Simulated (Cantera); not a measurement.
What does this Cantera script print?

```python
import numpy as np
import cantera as ct

gas_names = """
    H HO2 H2 H2O H2O2 H2S H2SO4 Mg MgH MgO MgOH MgO2H2 MgS Mg2 O OH O2 O3 S SH SO SO2 SO3 S2 S2O S8
""".split()
cond_names = """
    H2O(s) H2O(L) H2SO4(L) Mg(cr) Mg(L) MgO(s) MgO(L) MgO2H2(s) MgS(s) MgSO4(s) MgSO4(L) S(cr1) S(cr2)
    S(L)
""".split()


# ... load() reads the species with a 1 bar reference pressure and builds the phases ...
atoms = {
    'MgSO4': {'Mg': 1, 'S': 1, 'O': 4},
    'H2O': {'H': 2, 'O': 1},
    'O2': {'O': 2},
}
top_T = {'MgS(s)': 2250}  # K; cautious upper limits of use, not melting points


# ... equilibrate(T, P, feed) seeds the gas with the atoms and calls Mixture.equilibrate('TP', solver="vcs", rtol=1e-11, max_steps=5000) ...
results = []
feed = {'MgSO4': 1, 'H2O': 0.054, 'O2': 0.85}  # mol
T = 825  # K
P = 101325  # Pa
mix = equilibrate(T, P, feed)
results.append((T, P, feed, dict(zip(mix.species_names, mix.species_moles))))
print(gas.report(threshold=1e-06))
for i in range(1, mix.n_phases):
    print(f"{mix.phase(i).name:16s} {mix.phase_moles(i):12.5e} mol")
```

It prints:

```
       temperature   825 K
          pressure   1.0132e+05 Pa
           density   0.46032 kg/m^3
  mean mol. weight   31.163 kg/kmol
   phase of matter   gas

                          1 kg             1 kmol
                     ---------------   ---------------
          enthalpy             76231        2.3756e+06  J
   internal energy       -1.4389e+05       -4.4839e+06  J
           entropy            7638.2        2.3803e+05  J/K
    Gibbs function       -6.2253e+06         -1.94e+08  J
 heat capacity c_p            1098.1             34221  J/K
 heat capacity c_v            831.31             25906  J/K

                      mass frac. Y      mole frac. X     chem. pot. / RT
                     ---------------   ---------------   ---------------
               H2O          0.034532          0.059735           -62.356
                O2           0.96547           0.94027           -26.117
     [  +24 minor]        1.1935e-08        6.3437e-09

H2SO4(L)          0.00000e+00 mol
Mg(cr)            0.00000e+00 mol
MgO(s)            3.80563e-09 mol
MgO2H2(s)         0.00000e+00 mol
MgS(s)            0.00000e+00 mol
MgSO4(s)          1.00000e+00 mol
S(L)              0.00000e+00 mol
```

Cantera equilibrium calculation (NASA polynomials, part measured and part estimated; ideal gas, pure solids and liquids).
